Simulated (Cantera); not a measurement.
Feed: 1 mol CuO, 2.3 mol H₂, equilibrated at 0.00810 bar.

Method: chemical equilibrium by Gibbs-energy minimisation in Cantera with the NASA 1993 tables (ideal gas, pure condensed phases). Candidate condensed phases: Cu, CuO, Cu(OH)₂, Cu₂O, H₂O; 12 gas species. Equilibrium is a limit: real reactors are often held back by kinetics, nucleation or transport.

Task: At 1052 °C, list the 4 most abundant gas species with their mole fractions, and the condensed phases.

Result: H₂ 0.565, H₂O 0.435, Cu 3.47e-5, H 1.37e-5. Condensed: Cu(s).
